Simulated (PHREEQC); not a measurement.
Consider water at 45 °C and 50 atm with 14 mmol/kgw K3PO4, 0.2 mmol/kgw KCl and 2 mmol/kgw NaBF4. Closed to the air; pH follows from the charge balance.

Computed with PHREEQC (ion-association model, phreeqc.dat).

No solid was allowed to form.

Task: Order these P species by the share of P that they hold, largest first: HPO4-2, NaHPO4-, KHPO4-, PO4-3.

Result: HPO4-2 (83 %), PO4-3 (14 %), KHPO4- (2.7 %), NaHPO4- (0.13 %)

The pH is 10.88 and the ionic strength 0.0614 mol/kgw. Under pressure, the constants of complexes without a molar volume in the database are unreliable. At this temperature some constants are extrapolated from 25 °C, and those without enthalpy data are left unchanged. Real BF4- forms and hydrolyses slowly; the run takes it at equilibrium.
